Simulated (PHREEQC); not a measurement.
Acid rinse or clean: speciation

Solution (20 °C): 170 mmol/kgw H2SO4, 0.23 mmol/kgw CaCl2 and 8.3 mmol/kgw CuCl2. Closed to the air; pH follows from the charge balance.

Computed with PHREEQC (ion-association model, phreeqc.dat).

This is a speciation only: nothing precipitates in the calculation.

Estimate the pH, specific conductance, ionic strength.

pH 0.80; specific conductance 56500 µS/cm; ionic strength 0.245 mol/kgw.

In which forms is Ca present?

Ca+2 53 %, CaHSO4+ 27 %, CaSO4 20 % of the Ca.
